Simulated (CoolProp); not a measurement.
Hydrogen chloride along the isotherm 210.5 K: density (kg/m³) from the reference equation and from simpler models built on Tc = 324.7 K, pc = 83.14 bar, ω = 0.130; each cubic takes its own stable root.

The numbers come from the reference Helmholtz-energy equation of state, Thol 2018 in CoolProp.

```tsv
p (bar)	phase	reference	van der Waals	Redlich-Kwong	Soave-Redlich-Kwong	Peng-Robinson
8.31	liquid	1129	18.99	978.7	990.9	1120
16.6	liquid	1130	669.9	980.3	992.4	1122
24.9	liquid	1131	672.1	982.0	993.9	1123
33.3	liquid	1133	674.3	983.6	995.4	1125
41.6	liquid	1134	676.4	985.2	996.8	1126
49.9	liquid	1136	678.4	986.8	998.2	1127
58.2	liquid	1137	680.3	988.3	999.6	1129
66.5	liquid	1138	682.2	989.8	1001	1130
74.8	liquid	1140	684.0	991.3	1002	1131
83.1	liquid	1141	685.7	992.8	1004	1133
91.4	liquid	1142	687.5	994.2	1005	1134
99.8	liquid	1144	689.2	995.7	1006	1135
108	liquid	1145	690.8	997.1	1008	1137
116	liquid	1146	692.3	998.4	1009	1138
125	liquid	1147	694.0	999.9	1010	1139
```

At some of these states van der Waals gives the other phase, because its saturation line lies elsewhere.
